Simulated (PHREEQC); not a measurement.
Dissolve 0.25 mmol/kgw CdCl2 and 0.3 mmol/kgw NaHCO3 at 25 °C. Closed to the air; pH follows from the charge balance.

All values are PHREEQC results (ion-association model, phreeqc.dat), not measurements.

| Property | Value |
|---|---|
| pH | 8.05 |
| ionic strength | 0.00102 mol/kgw |
| total alkalinity | 0.300 meq/kg |

```json
[
 {"species": "Cl-", "molality": "0.000490", "activity": "0.000473", "log γ": "-0.016"},
 {"species": "Na+", "molality": "0.000300", "activity": "0.000289", "log γ": "-0.016"},
 {"species": "HCO3-", "molality": "0.000291", "activity": "0.000280", "log γ": "-0.015"},
 {"species": "Cd+2", "molality": "0.000236", "activity": "0.000204", "log γ": "-0.063"},
 {"species": "CdCl+", "molality": "9.56e-6", "activity": "9.22e-6", "log γ": "-0.016"},
 {"species": "CO2", "molality": "5.58e-6", "activity": "5.58e-6", "log γ": "0.000"},
 {"species": "CdOH+", "molality": "1.99e-6", "activity": "1.92e-6", "log γ": "-0.016"},
 {"species": "CdHCO3+", "molality": "1.88e-6", "activity": "1.81e-6", "log γ": "-0.016"}
]
```

This is a speciation only: nothing precipitates in the calculation. Examples of supersaturated solids here: Otavite. Others may be too.
